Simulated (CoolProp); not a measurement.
Aqueous ethylene glycol as a coolant, at 35 °C, 1 atm.

Values from CoolProp's Melinder's fits for secondary coolants.

| mass % | freezing point (°C) | cp (kJ/(kg K)) | viscosity (mPa s) | conductivity (W/(m K)) | density (kg/m³) |
|---|---|---|---|---|---|
| 1.1 | ? | 4.165 | 0.737 | 0.617 | 995.0 |
| 6 | -1.9 | 4.105 | 0.813 | 0.592 | 1001 |
| 10.9 | -3.7 | 4.046 | 0.908 | 0.568 | ? |
| 15.8 | -5.8 | 3.983 | 1.02 | 0.544 | 1013 |
| 20.6 | -8.3 | 3.915 | 1.15 | 0.521 | 1019 |
| 25.5 | -11.3 | 3.838 | 1.30 | ? | 1026 |
| 30.4 | -14.9 | 3.754 | 1.46 | 0.477 | 1032 |
| 35.2 | -19.0 | 3.668 | 1.64 | 0.456 | 1038 |
| 40.1 | -23.9 | 3.577 | 1.85 | 0.436 | 1044 |
| 45 | -29.5 | 3.484 | 2.10 | 0.417 | 1050 |
| 49.9 | -35.9 | 3.390 | 2.38 | 0.399 | 1056 |

Q: Complete the blanks.

A: 
- 1.1, freezing point (°C): -0.3
- 10.9, density (kg/m³): 1007
- 25.5, conductivity (W/(m K)): 0.499
